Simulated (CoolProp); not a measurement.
Cyclopentane along the isotherm 276.85 °C: fugacity coefficient from the reference equation and from simpler models built on Tc = 238.6 °C, pc = 45.83 bar, ω = 0.202; each cubic takes its own stable root.

The numbers come from the reference Helmholtz-energy equation of state, Gedanitz 2015 in CoolProp.

```csv
p (bar),phase,reference,van der Waals,Redlich-Kwong,Soave-Redlich-Kwong,Peng-Robinson
5.29,gas,0.9681,0.9714,0.9683,0.9693,0.9653
10.6,gas,0.9365,0.9428,0.9370,0.9388,0.9312
15.9,gas,0.9055,0.9143,0.9061,0.9089,0.8980
21.2,gas,0.8749,0.8860,0.8756,0.8794,0.8654
26.4,gas,0.8453,0.8581,0.8461,0.8507,0.8341
31.7,gas,0.8155,0.8297,0.8162,0.8218,0.8028
37,gas,0.7860,0.8012,0.7866,0.7932,0.7720
42.3,gas,0.7567,0.7723,0.7571,0.7648,0.7418
47.6,supercritical,0.7275,0.7429,0.7277,0.7366,0.7121
52.9,supercritical,0.6985,0.7126,0.6982,0.7085,0.6828
58.2,supercritical,0.6694,0.6808,0.6686,0.6805,0.6539
63.5,supercritical,0.6406,0.6483,0.6390,0.6527,0.6256
68.7,supercritical,0.6128,0.6188,0.6108,0.6261,0.5987
```
